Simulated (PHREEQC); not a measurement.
Make-up at 25 °C: 0.0065 mol/kgw NH4HF2, 0.00058 mol/kgw (NH4)2SiF6 and 0.022 mol/kgw H3BO3. Closed to the air; pH follows from the charge balance.

The numbers come from PHREEQC with the ion-association model, wateq4f.dat.

Each row changes one thing in this solution. Precipitation was switched off in this run.

| case | pH | ionic strength (mol/kgw) | H3BO3 (mol/kgw) | F- (mol/kgw) | BF2(OH)2- (mol/kgw) | BF4- (mol/kgw) | SI of Chalcedony (SiO2) |
|---|---|---|---|---|---|---|---|
| as made | 3.87 | 0.00812 | 0.0186 | 0.00375 | 0.00138 | 0.00131 | -0.02 |
| H3BO3 replaced by HBF4 at the same molality | 1.85 | 0.0243 | 0.000231 | 0.000718 | 6.23e-5 | 0.0211 | -3.45 |
| H3BO3 from 0.022 to 0.11 mol/kgw | 3.92 | 0.00783 | 0.105 | 0.00251 | 0.00311 | 0.00105 | +0.29 |
| H3BO3 from 0.022 to 0.011 mol/kgw | 3.81 | 0.00829 | 0.00825 | 0.00415 | 0.000861 | 0.00132 | -0.36 |
| NH4HF2 left out | 3.36 | 0.00163 | 0.0213 | 0.000913 | 0.000319 | 0.000210 | +0.30 |

Species that the database lacks are ignored. Some of these states are supersaturated (in Quartz (slow to form), Chalcedony (slow to form), for instance). SiF6-2 is the database's only silicon fluoride. Real BF4- forms and hydrolyses slowly; the run takes it at equilibrium.
